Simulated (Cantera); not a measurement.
An isothermal, constant-pressure homogeneous reactor starts with NO : N2 = 1 : 8.7 (molar parts), at 2123 K and 1.10 bar. Integrator tolerance rtol = 1e-08.

Model: GRI-Mech 3.0 (53 species, 325 reactions), integrated in Cantera.

Question: What does this change do: pressure from 1.10 bar to 120 Torr?

Answer: 
| quantity | before | after |
|---|---|---|
| x(NO) at 3.00 s | 0.00599 (gas-phase equilibrium 0.00557) | 0.0228 (gas-phase equilibrium 0.00555) |
| x(N2) at 3.00 s | 0.945 (gas-phase equilibrium 0.946) | 0.937 (gas-phase equilibrium 0.945) |
| x(O) at 3.00 s | 0.000344 (gas-phase equilibrium 0.000344) | 0.000822 (gas-phase equilibrium 0.000900) |
| x(O2) at 3.00 s | 0.0484 (gas-phase equilibrium 0.0486) | 0.0397 (gas-phase equilibrium 0.0483) |
| x(N2O) at 3.00 s | 3.59e-7 (gas-phase equilibrium 3.57e-7) | 3.32e-7 (gas-phase equilibrium 1.36e-7) |
